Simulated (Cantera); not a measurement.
Cantera run:

```python
import numpy as np
import cantera as ct

gas_names = [...]  # 95 gases of nasa_gas.yaml made of C, F, H
cond_names = """
    C(gr) C6H6(L) C7H8(L) C8H18(L),n-octa
""".split()


# ... load() reads the species with a 1 bar reference pressure and builds the phases ...
atoms = {
    'CH3F': {'C': 1, 'H': 3, 'F': 1},
    'H2': {'H': 2},
}
top_T = {'C(gr)': 4500}  # K; cautious upper limits of use, not melting points


# ... equilibrate(T, P, feed) seeds the gas with the atoms and calls Mixture.equilibrate('TP', solver="vcs", rtol=1e-11, max_steps=5000) ...
results = []
feed = {'CH3F': 1, 'H2': 0.49}  # mol
T = 1073  # K
P = 330  # Pa
mix = equilibrate(T, P, feed)
results.append((T, P, feed, dict(zip(mix.species_names, mix.species_moles))))
print(gas.report(threshold=0.0001))
for i in range(1, mix.n_phases):
    print(f"{mix.phase(i).name:16s} {mix.phase_moles(i):12.5e} mol")
```

Output:

```
       temperature   1073 K
          pressure   330 Pa
           density   0.00034187 kg/m^3
  mean mol. weight   9.2422 kg/kmol
   phase of matter   gas

                          1 kg             1 kmol
                     ---------------   ---------------
          enthalpy       -9.3682e+06       -8.6583e+07  J
   internal energy       -1.0333e+07       -9.5504e+07  J
           entropy             25835        2.3878e+05  J/K
    Gibbs function        -3.709e+07       -3.4279e+08  J
 heat capacity c_p            3300.9             30507  J/K
 heat capacity c_v            2401.3             22193  J/K

                      mass frac. Y      mole frac. X     chem. pot. / RT
                     ---------------   ---------------   ---------------
                HF           0.86939           0.40163           -60.041
                H2           0.13051           0.59832           -23.911
     [  +93 minor]        9.4332e-05        5.4492e-05

C(gr)             9.99865e-01 mol
```

Equilibrium computed with Cantera from the NASA thermochemical tables; the gas is ideal and each condensed phase is pure.
